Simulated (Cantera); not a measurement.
Input: 1 mol Cr2O3, 1.1 mol H2, 0.06 mol H2O, at 1273.15 K and 75.0 Torr.

Cantera equilibrium calculation (NASA polynomials, part measured and part estimated; ideal gas, pure solids and liquids). Candidate condensed phases: Cr, Cr2O3, H2O; 13 gas species. Equilibrium is a limit: real reactors are often held back by kinetics, nucleation or transport.

Base state: H2 0.948, H2O 0.0517 (mole fractions); condensed: Cr2O3(s).

Question: What changes in the equilibrium state with this change: Cr2O3 replaced by Fe3O4?

Answer: 
| species | before | after |
|---|---|---|
| H2O | 0.0517 | 0.914 |
| H2 | 0.948 | 0.0862 |
| Cr2O3(s), mol | 1.00 | 0 |
| FeO(s), mol | 0 | 3.00 |
The tables' stoichiometric FeO is somewhat more stable than real wüstite, so its field is too wide. FeO: taken at fixed stoichiometry. Further candidate phases: Fe, FeO, Fe(OH)2, Fe(OH)3, Fe2O3, Fe3O4.
